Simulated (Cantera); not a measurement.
## B2O3 + H2O + H2 (boron, boron nitride and boron oxide)

Feed: 1 mol B2O3, 0.11 mol H2O, 100 mol H2, equilibrated at 0.100 bar.

Cantera equilibrium calculation (NASA polynomials, part measured and part estimated; ideal gas, pure solids and liquids). Candidate condensed phases: B, B2O3, B3O3H3, H2O; 23 gas species. Gases not in the tables: H3BO3. Equilibrium is a limit: real reactors are often held back by kinetics, nucleation or transport.

From 952 °C to 1352 °C the condensed part is B2O3(l). From 1402 °C to 1552 °C nothing is condensed.

```csv
T (°C),x H2,x HBO,x HBO2,x B2O3,x H2O,n B2O3(l)
952,0.999,7.74e-6,0.000120,2.05e-7,0.00104,0.994
1002,0.999,2.38e-5,0.000226,9.19e-7,0.000998,0.987
1052,0.999,6.80e-5,0.000399,3.67e-6,0.000933,0.976
1102,0.998,0.000182,0.000666,1.32e-5,0.000857,0.956
1152,0.998,0.000450,0.00107,4.29e-5,0.000793,0.919
1202,0.996,0.00102,0.00170,0.000129,0.000772,0.849
1252,0.994,0.00210,0.00273,0.000359,0.000822,0.717
1302,0.989,0.00393,0.00444,0.000932,0.000951,0.473
1352,0.982,0.00680,0.00723,0.00227,0.00117,0.0313
1402,0.981,0.00740,0.00737,0.00219,0.00141,0
1452,0.980,0.00782,0.00729,0.00201,0.00168,0
1502,0.979,0.00823,0.00717,0.00184,0.00196,0
1552,0.979,0.00863,0.00702,0.00168,0.00227,0
```
x: gas mole fraction; n: condensed amount in mol.
